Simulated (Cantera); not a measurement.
Cantera run:

```python
import numpy as np
import cantera as ct

gas_names = """
    C CH CH2 CH3 CH4 C2 C2H C2H2,acetylene C2H2,vinylidene C2H3,vinyl C2H4 C2H5 C2H6 C3 C3H3,propargyl
    C3H4,allene C3H4,propyne C3H4,cyclo- C3H5,allyl C3H6,propylene C3H6,cyclo- C3H7,n-propyl
    C3H7,i-propyl C3H8 C4 C4H2 C4H4,1,3-cyclo- C4H6,butadiene C4H6,2-butyne C4H6,cyclo- C4H8,1-butene
    C4H8,cis2-buten C4H8,tr2-butene C4H8,isobutene C4H8,cyclo- C4H9,n-butyl C4H9,i-butyl C4H9,s-butyl
    C4H9,t-butyl C4H10,isobutane C4H10,n-butane C5 C5H6,1,3cyclo- C5H8,cyclo- C5H10,1-pentene
    C5H10,cyclo- C5H11,pentyl C5H11,t-pentyl C5H12,n-pentane C5H12,i-pentane CH3C(CH3)2CH3 C6H2
    C6H5,phenyl C6H6 C6H10,cyclo- C6H12,1-hexene C6H12,cyclo- C6H13,n-hexyl C7H7,benzyl C7H8
    C7H14,1-heptene C7H15,n-heptyl C7H16,n-heptane C8H8,styrene C8H10,ethylbenz C8H16,1-octene
    C8H17,n-octyl C8H18,isooctane C8H18,n-octane C9H19,n-nonyl C10H8,naphthale C10H21,n-decyl
    C12H9,o-bipheny C12H10,bipheny H H2
""".split()
cond_names = """
    C(gr) C6H6(L) C7H8(L) C8H18(L),n-octa
""".split()


def load(file, names, dense=False):
    # The tables refer to 1 bar. Condensed volumes are neglected.
    table = {s.name: s for s in ct.Species.list_from_file(file)}
    out = []
    for n in names:
        d = dict(table[n].input_data)
        d["thermo"] = dict(d["thermo"], **{"reference-pressure": 1e5})
        if dense:
            d["equation-of-state"] = {"model": "constant-volume", "density": "1e6 g/cm^3"}
        out.append(ct.Species.from_dict(d))
    return out


gas = ct.Solution(thermo="ideal-gas", species=load("nasa_gas.yaml", gas_names))
cond = {s.name: ct.Solution(thermo="fixed-stoichiometry", species=[s], name=s.name)
        for s in load("nasa_condensed.yaml", cond_names, dense=True)}
atoms = {
    'toluene': {'C': 7, 'H': 8},
    'H2': {'H': 2},
}
top_T = {'C(gr)': 4500}  # K; cautious upper limits of use, not melting points


def equilibrate(T, P, feed):
    n = {}
    for name, mol in feed.items():
        for a, k in atoms[name].items():
            n[a] = n.get(a, 0.0) + k * mol
    gas.TPX = T, P, n
    mass = sum(n.values()) * gas.mean_molecular_weight
    gas.equilibrate("TP")
    valid = [c for c in cond.values() if c.min_temp <= T <= top_T.get(c.name, c.max_temp)]
    mix = ct.Mixture([(gas, mass / gas.mean_molecular_weight)] + [(c, 0.0) for c in valid])
    mix.T, mix.P = T, P
    mix.equilibrate("TP", solver="vcs", rtol=1e-11, max_steps=5000)
    return mix


results = []
feed = {'toluene': 1, 'H2': 13}  # mol
T = 1425  # K
P = 1000  # Pa
mix = equilibrate(T, P, feed)
results.append((T, P, feed, dict(zip(mix.species_names, mix.species_moles))))
print(gas.report(threshold=1e-06))
for i in range(1, mix.n_phases):
    print(f"{mix.phase(i).name:16s} {mix.phase_moles(i):12.5e} mol")
```

Output:

```
       temperature   1425 K
          pressure   1000 Pa
           density   0.0001702 kg/m^3
  mean mol. weight   2.0165 kg/kmol
   phase of matter   gas

                          1 kg             1 kmol
                     ---------------   ---------------
          enthalpy        1.6827e+07        3.3932e+07  J
   internal energy        1.0951e+07        2.2084e+07  J
           entropy        1.0689e+05        2.1554e+05  J/K
    Gibbs function       -1.3549e+08       -2.7322e+08  J
 heat capacity c_p             15896             32056  J/K
 heat capacity c_v             11773             23741  J/K

                      mass frac. Y      mole frac. X     chem. pot. / RT
                     ---------------   ---------------   ---------------
               CH4        0.00029969        3.7669e-05           -48.215
    C2H2,acetylene        4.5513e-05        3.5248e-06           -27.251
                 H        3.4097e-05        6.8212e-05            -11.53
                H2           0.99962           0.99989            -23.06
     [  +72 minor]        6.9357e-07        7.3817e-08

C(gr)             6.99924e+00 mol
```

Cantera equilibrium calculation (NASA polynomials, part measured and part estimated; ideal gas, pure solids and liquids).
